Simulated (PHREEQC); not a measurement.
Copper plating or etch bath: an equilibrium model

Dissolve 0.0012 mol Cu(BF4)2, 0.00085 mol HNO3 and 0.0235 mol H3BO3 per kg of water at 25 °C. Closed to the air; pH follows from the charge balance.

All values are PHREEQC results (ion-association model, phreeqc.dat), not measurements.

The pH is 2.88. The ionic strength comes out as 0.00499 mol/kgw and the total alkalinity is -8.05 meq/kg.

```tsv
species	molality	activity	log γ
H3BO3	0.0236	0.0236	0.000
H+	0.00141	0.00132	-0.030
BF4-	0.00137	0.00127	-0.033
Cu+2	0.00119	0.000889	-0.126
HF	0.00117	0.00117	0.000
NO3-	0.000850	0.000787	-0.034
F-	0.000640	0.000593	-0.033
BF2(OH)2-	0.000503	0.000466	-0.033
BF3OH-	0.000430	0.000399	-0.033
CuF+	1.03e-5	9.59e-6	-0.033
BF(OH)3-	6.01e-6	5.57e-6	-0.033
HF2-	2.87e-6	2.66e-6	-0.033
H2BO3-	1.11e-8	1.03e-8	-0.033
CuOH+	7.28e-9	6.75e-9	-0.033
```

Precipitation was switched off in this run. Real BF4- forms and hydrolyses slowly; the run takes it at equilibrium.
